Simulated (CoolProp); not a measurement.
Chloromethane (R40) along the isotherm 285.1 K: Z from the reference equation and from simpler models built on Tc = 418.6 K, pc = 6929 kPa, ω = 0.150; each cubic takes its own stable root.

Values from CoolProp's reference Helmholtz-energy equation of state, Thol 2014.

```json
[
 {"p (kPa)": "693", "phase": "liquid", "reference": "0.01573"},
 {"p (kPa)": "1390", "phase": "liquid", "reference": "0.03151"},
 {"p (kPa)": "2080", "phase": "liquid", "reference": "0.04708"},
 {"p (kPa)": "2770", "phase": "liquid", "reference": "0.06261"},
 {"p (kPa)": "3460", "phase": "liquid", "reference": "0.07810"},
 {"p (kPa)": "4160", "phase": "liquid", "reference": "0.09376"},
 {"p (kPa)": "4850", "phase": "liquid", "reference": "0.1092"},
 {"p (kPa)": "5540", "phase": "liquid", "reference": "0.1245"},
 {"p (kPa)": "6240", "phase": "liquid", "reference": "0.1401"},
 {"p (kPa)": "6930", "phase": "liquid", "reference": "0.1554"},
 {"p (kPa)": "7620", "phase": "liquid", "reference": "0.1706"},
 {"p (kPa)": "8310", "phase": "liquid", "reference": "0.1858"},
 {"p (kPa)": "9010", "phase": "liquid", "reference": "0.2012"},
 {"p (kPa)": "9700", "phase": "liquid", "reference": "0.2164"},
 {"p (kPa)": "10400", "phase": "liquid", "reference": "0.2317"}
]
```

How far does each simpler model (van der Waals, Redlich-Kwong, Soave-Redlich-Kwong, Peng-Robinson) lie from the reference over these 15 states: mean and median of the absolute difference, and the worst?


- van der Waals: mean 438.8 %, median 58.9 %, worst +5758.9 % at 285.1 K and 693 kPa
- Redlich-Kwong: mean 10.1 %, median 10.1 %, worst +10.6 % at 285.1 K and 693 kPa
- Soave-Redlich-Kwong: mean 8.3 %, median 8.2 %, worst +8.5 % at 285.1 K and 693 kPa
- Peng-Robinson: mean 4.2 %, median 4.2 %, worst -4.2 % at 285.1 K and 10400 kPa

At some of these states van der Waals gives the other phase, because its saturation line lies elsewhere.
